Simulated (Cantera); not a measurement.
Input: 1 mol BN, 11 mol Cl₂, 72 mol N₂, at 452 °C and 0.133 bar.

Equilibrium computed with Cantera from the NASA thermochemical tables; the gas is ideal and each condensed phase is pure. Candidate condensed phases: B, BN; 10 gas species. The numbers say what is thermodynamically allowed, not how fast it happens.

Task: What is the equilibrium state?

Result: 
```json
{
  "x(N₂)": "0.873",
  "x(Cl₂)": "0.114",
  "x(BCl₃)": "0.0120",
  "x(Cl)": "1.27e-6",
  "gas_amount": "83.00 mol",
  "log10 activity of B(s) (absent)": "-26.47"
}
```
